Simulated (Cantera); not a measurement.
A Cantera script and its output.

```python
import numpy as np
import cantera as ct

gas = ct.Solution("gri30.yaml")


def delay(T, t_max=10):
    gas.TPX = T, 110000, {'CH4': 1, 'CO': 0.35, 'O2': 3.82, 'N2': 19.5}
    reactor = ct.IdealGasReactor(gas, clone=False)
    net = ct.ReactorNet([reactor])
    net.rtol, net.atol = 1e-8, 1e-16
    while net.time < t_max:
        t_old, T_old = net.time, reactor.T
        net.step()
        if reactor.T > T + 400:  # ignition: a rise of 400 K
            return t_old + (T + 400 - T_old) / (reactor.T - T_old) * (net.time - t_old)
    return np.nan


taus = []
for T in [1125, 1225, 1325, 1425, 1525, 1625, 1725, 1825, 1925]:
    taus.append(delay(T))
    print(f"T0 = {T:6g} K   tau = {taus[-1]:.4e} s")
```

It prints:

```
T0 =   1125 K   tau = 1.3690e-01 s
T0 =   1225 K   tau = 2.9470e-02 s
T0 =   1325 K   tau = 7.5409e-03 s
T0 =   1425 K   tau = 2.2986e-03 s
T0 =   1525 K   tau = 8.4324e-04 s
T0 =   1625 K   tau = 3.6626e-04 s
T0 =   1725 K   tau = 1.8108e-04 s
T0 =   1825 K   tau = 9.8594e-05 s
T0 =   1925 K   tau = 5.7875e-05 s
```

Cantera simulation using GRI-Mech 3.0 (53 species, 325 reactions); the numbers are that mechanism's predictions, not measurements.
